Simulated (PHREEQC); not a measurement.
**Sulfide liquor: an equilibrium model**

Solution (65 °C): 0.045 mol Na2S and 7.6e-05 mol HCl per kg of water. Closed to the air; pH follows from the charge balance.

Equilibrium calculation in PHREEQC: ion-association model, phreeqc.dat.

No solid was allowed to form.

**Question.** Estimate the pH, specific conductance, ionic strength.

**Answer.** pH 11.24; specific conductance 23000 µS/cm; ionic strength 0.105 mol/kgw.

With this much S-2 the pH rests on the database's HS-/S-2 constant; if that pK is higher, the solution is more alkaline. Constants without temperature data keep their 25 °C values here. The database's pK near 12.9 for HS-/S-2 is now thought far too low, so its S-2 is overstated.
